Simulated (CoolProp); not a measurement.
Vapour pressure (MPa) of R143a: the reference equation beside estimates from Tc = 72.7 °C, pc = 3.762 MPa, ω = 0.261. Clausius-Clapeyron is anchored at -0.75 °C with a constant enthalpy of vaporisation of 15.85 kJ/mol.

Model: reference Helmholtz-energy equation of state, Lemmon and Jacobsen 2000, in CoolProp.

```csv
T (°C),reference,Lee-Kesler,Clausius-Clapeyron,van der Waals,Redlich-Kwong,Soave-Redlich-Kwong,Peng-Robinson
-4.95,0.5296,0.5346,0.5425,1.247,0.7382,0.5359,0.5297
-0.75,0.6053,0.6113,0.6053,1.341,0.8271,0.6134,0.6060
3.45,0.6890,0.6958,0.6732,1.440,0.9231,0.6991,0.6902
7.65,0.7810,0.7886,0.7463,1.543,1.027,0.7933,0.7830
11.85,0.8819,0.8903,0.8248,1.651,(withheld),(withheld),0.8849
16.05,0.9922,1.001,0.9089,1.764,1.257,1.010,0.9964
20.25,1.113,1.122,0.9988,1.881,1.384,1.133,1.118
24.35,1.240,1.250,1.092,2.000,1.517,1.264,1.247
28.55,(withheld),1.392,1.194,2.127,1.661,1.409,1.391
```

Problem. What belongs in the gaps?

Solution. 
- 11.85, Redlich-Kwong: 1.138
- 11.85, Soave-Redlich-Kwong: 0.8967
- 28.55, reference: 1.382

Absolute difference from the reference over all 9 rows, mean and median: Lee-Kesler 0.9 and 0.9 %, Clausius-Clapeyron 6.6 and 6.5 %, van der Waals 90.3 and 87.2 %, Redlich-Kwong 29.3 and 29.0 %, Soave-Redlich-Kwong 1.6 and 1.7 %, Peng-Robinson 0.3 and 0.3 %.
